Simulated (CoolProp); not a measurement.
Vapour-liquid equilibrium of R152A (1) + isobutane (2) at 8.26 bar; x and y are mole fractions of (1).

The numbers come from the multi-fluid Helmholtz-energy mixture model, Outcalt 1996 and Bücker 2006; pair parameters Bell 2016 in CoolProp.

### Question
Give the bubble temperature and the first vapour's composition at x = 0.2, 0.35, 0.425. Is there an azeotrope?

### Answer
x = 0.2: 42.1 °C, y = 0.398; x = 0.35: 37.0 °C, y = 0.533; x = 0.425: 35.5 °C, y = 0.580. y crosses x between x = 0.725 and 0.8: the model has an azeotrope there.

The pair parameters rest on a limited set of measurements; away from them the model extrapolates.
